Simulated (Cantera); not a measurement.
Input: 1 mol AlN, 0.1 mol H2O, 1.9 mol N2, equilibrated at 1223.15 K and 1.00 Torr.

Equilibrium computed with Cantera from the NASA thermochemical tables; the gas is ideal and each condensed phase is pure. Candidate condensed phases: Al, AlN, Al2O3, H2O; 35 gas species. Mutual solubility and eutectic melting of coexisting phases are not modelled. The numbers say what is thermodynamically allowed, not how fast it happens.

What is the equilibrium state?


| Property | Result |
|---|---|
| x(N2) | 0.951 |
| x(H2) | 0.0492 |
| x(H) | 1.83e-6 |
| n(AlN(s)) | 0.933 mol |
| n(Al2O3(s)) | 0.0333 mol |
| gas amount | 2.033 mol |
| log10 activity of Al(l) (absent) | -6.48 |
